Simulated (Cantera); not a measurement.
Adiabatic ignition

An adiabatic, constant-volume homogeneous reactor starts with CH₄ : C₂H₆ : O₂ : N₂ = 1 : 0.075 : 4.62 : 17.4 (molar parts), at 1100 K and 80000 Pa.

Computed with Cantera and GRI-Mech 3.0 (53 species, 325 reactions).

| t (s) | T (K) | P (bar) | x CH₄ | x C₂H₆ | x O₂ | x N₂O | x OH |
|---|---|---|---|---|---|---|---|
| 4.00e-6 | 1100 | 0.800 | 0.0433 | 0.00325 | 0.200 | <1e-12 | <1e-12 |
| 1.44e-5 | 1100 | 0.800 | 0.0433 | 0.00325 | 0.200 | <1e-12 | 2.40e-12 |
| 5.17e-5 | 1100 | 0.800 | 0.0433 | 0.00325 | 0.200 | <1e-12 | 8.96e-12 |
| 0.000186 | 1100 | 0.800 | 0.0433 | 0.00325 | 0.200 | <1e-12 | 3.24e-11 |
| 0.000667 | 1100 | 0.800 | 0.0433 | 0.00325 | 0.200 | <1e-12 | 1.17e-10 |
| 0.00240 | 1100 | 0.800 | 0.0433 | 0.00325 | 0.200 | <1e-12 | 5.15e-10 |
| 0.00862 | 1100 | 0.800 | 0.0433 | 0.00324 | 0.200 | 1.30e-11 | 9.40e-9 |
| 0.0310 | 2352 | 1.72 | <1e-12 | <1e-12 | 0.0998 | 7.52e-7 | 0.00616 |
| 0.111 | 2333 | 1.71 | <1e-12 | <1e-12 | 0.0957 | 7.65e-7 | 0.00572 |
| 0.400 | 2330 | 1.70 | <1e-12 | <1e-12 | 0.0951 | 7.71e-7 | 0.00566 |
x: mole fraction; the columns are a selection and need not sum to one.

- time of steepest temperature rise: 25.6 ms
- temperature at 0.400 s: 2330 K
- equilibrium temperature: 2330 K
- x(CH₄) at 0.400 s: <1e-12 (gas-phase equilibrium <1e-12)
- x(C₂H₆) at 0.400 s: <1e-12 (gas-phase equilibrium <1e-12)
- x(O₂) at 0.400 s: 0.0951 (gas-phase equilibrium 0.0951)
